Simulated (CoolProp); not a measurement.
Propyne along the isotherm 314.6 K: density (kg/m³) from the reference equation and from simpler models built on Tc = 402.7 K, pc = 5.658 MPa, ω = 0.204; each cubic takes its own stable root.

The numbers come from the reference Helmholtz-energy equation of state, Polt 1992 in CoolProp. This equation is an older, rougher fit; its heat capacities, sound speeds and derivatives of the liquid may be far off and weren't checked against measurements.

```tsv
p (MPa)	phase	reference	van der Waals	Redlich-Kwong	Soave-Redlich-Kwong	Peng-Robinson
0.00895	gas	0.1372	0.1372	0.1372	0.1372	0.1372
0.0204	gas	0.3133	0.3130	0.3132	0.3132	0.3133
0.0463	gas	0.7136	0.7122	0.7131	0.7133	0.7136
0.105	gas	1.632	1.624	1.629	1.630	1.632
0.24	gas	3.805	3.762	3.788	3.795	3.803
0.546	gas	9.110	8.839	8.988	9.034	9.079
1.24	liquid	584.8	21.89	507.1	526.8	597.6
2.83	liquid	588.1	361.0	513.6	531.9	602.7
```

At some of these states van der Waals gives the other phase, because its saturation line lies elsewhere.
